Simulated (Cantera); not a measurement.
# Adiabatic ignition

An adiabatic, constant-pressure homogeneous reactor starts with 9.07 % C2H4, 17.0 % O2, 63.9 % N2, 9.97 % H2O, equivalence ratio 1.6, at 1498 K and 2.66 atm.

Model: GRI-Mech 3.0 (53 species, 325 reactions), integrated in Cantera. GRI-Mech 3.0 was tuned for natural gas; its chemistry of ethylene as a main component is partial and can be far from experiment.

| t (s) | T (K) | x C2H4 | x O2 | x H2O | x HCO | x NO | x CH2 |
|---|---|---|---|---|---|---|---|
| 4.00e-6 | 1498 | 0.0906 | 0.170 | 0.0997 | 7.38e-8 | <1e-12 | 4.75e-11 |
| 1.35e-5 | 2382 | 0.000449 | 0.0376 | 0.165 | 0.000127 | 1.11e-5 | 0.000430 |
| 4.58e-5 | 2739 | <1e-12 | 0.00201 | 0.169 | 4.87e-7 | 0.000254 | 1.13e-12 |
| 0.000155 | 2796 | <1e-12 | 0.00124 | 0.174 | 3.95e-7 | 0.000560 | 1.78e-12 |
| 0.000524 | 2795 | <1e-12 | 0.00116 | 0.174 | 3.89e-7 | 0.00131 | 1.82e-12 |
| 0.00177 | 2791 | <1e-12 | 0.00111 | 0.174 | 3.88e-7 | 0.00216 | 1.82e-12 |
| 0.00600 | 2791 | <1e-12 | 0.00110 | 0.173 | 3.88e-7 | 0.00225 | 1.82e-12 |
| 0.0203 | 2791 | <1e-12 | 0.00110 | 0.173 | 3.88e-7 | 0.00225 | 1.82e-12 |
| 0.0687 | 2791 | <1e-12 | 0.00110 | 0.173 | 3.88e-7 | 0.00225 | 1.82e-12 |
| 0.232 | 2791 | <1e-12 | 0.00110 | 0.173 | 3.88e-7 | 0.00225 | 1.82e-12 |
| 0.786 | 2791 | <1e-12 | 0.00110 | 0.173 | 3.88e-7 | 0.00225 | 1.82e-12 |
| 2.66 | 2791 | <1e-12 | 0.00110 | 0.173 | 3.88e-7 | 0.00225 | 1.82e-12 |
| 9.00 | 2791 | <1e-12 | 0.00110 | 0.173 | 3.88e-7 | 0.00225 | 1.82e-12 |
x: mole fraction; the columns are a selection and need not sum to one.

| Property | Value |
|---|---|
| time of steepest temperature rise | 13.2 µs |
| temperature at 9.00 s | 2791 K |
| equilibrium temperature | 2791 K |
| x(C2H4) at 9.00 s | <1e-12 (gas-phase equilibrium <1e-12) |
| x(O2) at 9.00 s | 0.00110 (gas-phase equilibrium 0.00110) |
| x(H2O) at 9.00 s | 0.173 (gas-phase equilibrium 0.173) |
